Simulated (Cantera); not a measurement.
Low-pressure radical oxidation in H2/O2

A perfectly stirred reactor is fed with 19.2 % H₂, 80.1 % O₂, 0.649 % H₂O, at 510 Pa; it is held at 1225 K, and followed from long to short residence time.

Detailed kinetics in Cantera: the H2/O2 subset of GRI-Mech 3.0, which has no nitrogen chemistry. Radical loss at walls, strong at low pressure, is not modelled. The temperature is held fixed by assumption; the heat of reaction is taken as removed at once.

| τ (s) | x H₂ | x O₂ | x H₂O₂ | x O | x OH | x H₂O | x H |
|---|---|---|---|---|---|---|---|
| 25 | 0.000226 | 0.778 | 7.37e-8 | 0.00134 | 0.00163 | 0.219 | 0.000156 |
| 9.0 | 0.000441 | 0.777 | 9.64e-8 | 0.00265 | 0.00228 | 0.218 | 0.000431 |
| 3.2 | 0.000859 | 0.774 | 1.20e-7 | 0.00521 | 0.00320 | 0.216 | 0.00119 |
| 1.1 | 0.00168 | 0.768 | 1.41e-7 | 0.0103 | 0.00449 | 0.212 | 0.00334 |
| 0.40 | 0.00306 | 0.758 | 1.51e-7 | 0.0191 | 0.00606 | 0.205 | 0.00846 |
| 0.14 | 0.00530 | 0.741 | 1.46e-7 | 0.0335 | 0.00789 | 0.193 | 0.0198 |
| 0.049 | 0.00818 | 0.719 | 1.33e-7 | 0.0506 | 0.00951 | 0.175 | 0.0372 |
| 0.017 | 0.0118 | 0.704 | 1.27e-7 | 0.0620 | 0.0107 | 0.159 | 0.0531 |
| 0.0062 | 0.0179 | 0.700 | 1.37e-7 | 0.0630 | 0.0119 | 0.146 | 0.0614 |
| 0.0022 | 0.0323 | 0.708 | 1.63e-7 | 0.0548 | 0.0133 | 0.129 | 0.0627 |
x: mole fraction; the columns are a selection and need not sum to one.
